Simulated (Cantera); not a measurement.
An isothermal plug-flow reactor at 800 K and 670000 Pa (inlet), inlet velocity 0.11 m/s, active area per volume 1100 1/m; feed 0.422 % CO, 6.92 % O₂, 92.7 % N₂, equivalence ratio 0.031.

Detailed kinetics in Cantera: Deutschmann's 1995 Pt surface mechanism with GRI-Mech 3.0 gas chemistry. Catalytic surfaces can have several steady states; this one follows from the mechanism file's or the stated starting coverage. Mass transfer to the wall is taken as infinitely fast.

x: gas mole fraction; θ: surface coverage.

| z (m) | x CO | x O₂ | x H₂O | x CO₂ | θ free Pt | θ O* | θ CO* |
|---|---|---|---|---|---|---|---|
| 0.00017 | 0.00203 | 0.0682 | <1e-12 | 0.00220 | 0.0266 | 0.972 | … |
| 0.00037 | 0.00137 | 0.0679 | <1e-12 | 0.00285 | 0.0232 | 0.976 | … |
| 0.00079 | 0.000721 | 0.0676 | <1e-12 | 0.00351 | 0.0209 | 0.979 | … |
| 0.0017 | 0.000222 | 0.0673 | <1e-12 | 0.00401 | 0.0196 | 0.980 | … |
| 0.0037 | 2.04e-5 | 0.0672 | <1e-12 | 0.00421 | 0.0191 | 0.981 | … |
| 0.0079 | 1.50e-7 | 0.0672 | <1e-12 | 0.00423 | 0.0191 | 0.981 | … |
| 0.017 | 3.61e-12 | 0.0672 | <1e-12 | 0.00423 | 0.0191 | 0.981 | 1.14e-12 |

Fill in the missing entries.


- 0.00017, θ CO*: 0.00125
- 0.00037, θ CO*: 0.000649
- 0.00079, θ CO*: 0.000276
- 0.0017, θ CO*: 7.41e-5
- 0.0037, θ CO*: 6.50e-6
- 0.0079, θ CO*: 4.76e-8
